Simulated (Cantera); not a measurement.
Input: 1 mol MgCO3, 0.41 mol SO3, 0.51 mol O2, 0.13 mol SO2, equilibrated at 998 K and 19000 Pa.

These are equilibrium values from Cantera (NASA tables, ideal gas, pure condensed phases), not measurements of a reactor. Candidate condensed phases: C, Mg, MgCO3, MgO, MgS, MgSO4, S; 26 gas species. Equilibrium is a limit: real reactors are often held back by kinetics, nucleation or transport.

What is the equilibrium state?


* **x(CO2)**: 0.692
* **x(O2)**: 0.308
* **x(SO2)**: 5.61e-5
* **x(SO3)**: 2.51e-5
* **n(MgO(s))**: 0.460 mol
* **n(MgSO4(s))**: 0.540 mol
* **gas amount**: 1.445 mol
* **log10 activity of MgCO3(s) (absent)**: -3.65
* **log10 activity of S(l) (absent)**: -19.21
* **log10 activity of C(graphite) (absent)**: -20.37
